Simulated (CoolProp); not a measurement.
Vapour-liquid equilibrium of R227EA (1) + isobutane (2) at 268.9 K; x and y are mole fractions of (1).

Computed with CoolProp (multi-fluid Helmholtz-energy mixture model, Lemmon 2016 and Bücker 2006; pair parameters Bell 2016).

```
x     bubble pressure, mixture model (MPa)  bubble pressure, Raoult's law (MPa)  y, mixture model  y, Raoult's law
----  ------------------------------------  -----------------------------------  ----------------  ---------------
0.05                                0.1627                               0.1362             0.202            0.061
0.15                                0.1952                               0.1394             0.377            0.179
0.25                                0.2102                               0.1425             0.453            0.291
0.35                                0.2170                               0.1457             0.494            0.399
0.45                                0.2201                               0.1488             0.524            0.502
0.55                                0.2211                               0.1520             0.552            0.601
0.65                                0.2199                               0.1551             0.587            0.696
0.75                                0.2153                               0.1583             0.638            0.787
0.85                                0.2044                               0.1615             0.721            0.875
0.95                                0.1828                               0.1646             0.872            0.959
```

The largest gap from Raoult's law is +48.9 % in bubble pressure, at x = 0.35. y crosses x between x = 0.55 and 0.65: the model has an azeotrope there.

Pair parameters are fitted to limited data, so mixtures are less certain than the pure fluids.
